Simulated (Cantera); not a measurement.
**Catalytic stagnation flow on Pt**

A jet of 5.91 % CH₄, 15.0 % O₂, 79.1 % N₂ at 300 K and 0.0839 atm hits a platinum plate 2.4 cm away at a mass flux of 0.055 kg/m²/s; the plate temperature is set and raised in steps from an oxygen-covered start.

Detailed kinetics in Cantera: Deutschmann's 1995 Pt surface mechanism with GRI-Mech 3.0 gas chemistry. Catalytic surfaces can have several steady states; this one follows from the mechanism file's or the stated starting coverage.

| plate T (K) | wall x CH₄ | wall x O₂ | wall x H₂O | wall x OH | wall x CO | wall x CO₂ | θ free Pt | θ O* | θ OH* |
|---|---|---|---|---|---|---|---|---|---|
| 900 | 0.0438 | 0.117 | 0.0288 | 3.42e-8 | 1.68e-5 | 0.0188 | 0.205 | 0.794 | 0.00133 |
| 950 | 0.0348 | 0.0981 | 0.0455 | 1.12e-7 | 1.88e-5 | 0.0299 | 0.280 | 0.718 | 0.00152 |
| 1000 | 0.0268 | 0.0810 | 0.0603 | 3.19e-7 | 2.01e-5 | 0.0398 | 0.361 | 0.638 | 0.00156 |
| 1050 | 0.0206 | 0.0681 | 0.0715 | 7.82e-7 | 2.12e-5 | 0.0472 | 0.441 | 0.557 | 0.00148 |
| 1100 | 0.0163 | 0.0591 | 0.0792 | 1.71e-6 | 2.27e-5 | 0.0525 | 0.518 | 0.481 | 0.00135 |
| 1150 | 0.0134 | 0.0529 | 0.0846 | 3.43e-6 | 2.50e-5 | 0.0560 | 0.589 | 0.410 | 0.00119 |
| 1200 | 0.0113 | 0.0487 | 0.0881 | 6.38e-6 | 2.83e-5 | 0.0585 | 0.653 | 0.345 | 0.00103 |
x: mole fraction at the wall; θ: surface coverage.
